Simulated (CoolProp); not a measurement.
R13 along the isobar 18000 kPa: Z from the reference equation and from simpler models built on Tc = 29.9 °C, pc = 3973 kPa, ω = 0.175; each cubic takes its own stable root.

Model: reference Helmholtz-energy equation of state, Platzer 1990, in CoolProp. This equation is an older, rougher fit; its heat capacities, sound speeds and derivatives of the liquid may be far off and weren't checked against measurements.

```json
[
 {"T (°C)": "-17.45", "phase": "liquid", "reference": "0.6525"},
 {"T (°C)": "-3.65", "phase": "liquid", "reference": "0.6431"},
 {"T (°C)": "10.25", "phase": "liquid", "reference": "0.6375"},
 {"T (°C)": "24.15", "phase": "liquid", "reference": "0.6357"},
 {"T (°C)": "38.05", "phase": "supercritical", "reference": "0.6380"},
 {"T (°C)": "51.95", "phase": "supercritical", "reference": "0.6444"},
 {"T (°C)": "65.85", "phase": "supercritical", "reference": "0.6554"},
 {"T (°C)": "79.65", "phase": "supercritical", "reference": "0.6708"},
 {"T (°C)": "93.55", "phase": "supercritical", "reference": "0.6906"},
 {"T (°C)": "107.45", "phase": "supercritical", "reference": "0.7141"},
 {"T (°C)": "121.35", "phase": "supercritical", "reference": "0.7404"},
 {"T (°C)": "135.25", "phase": "supercritical", "reference": "0.7682"},
 {"T (°C)": "149.05", "phase": "supercritical", "reference": "0.7961"},
 {"T (°C)": "162.95", "phase": "supercritical", "reference": "0.8235"},
 {"T (°C)": "176.85", "phase": "supercritical", "reference": "0.8495"}
]
```

How far does each simpler model (van der Waals, Redlich-Kwong) lie from the reference over these 15 states: mean and median of the absolute difference, and the worst?


- van der Waals: mean 18.8 %, median 18.8 %, worst +38.7 % at -17.45 °C and 18000 kPa
- Redlich-Kwong: mean 2.3 %, median 2.6 %, worst -4.3 % at 176.85 °C and 18000 kPa
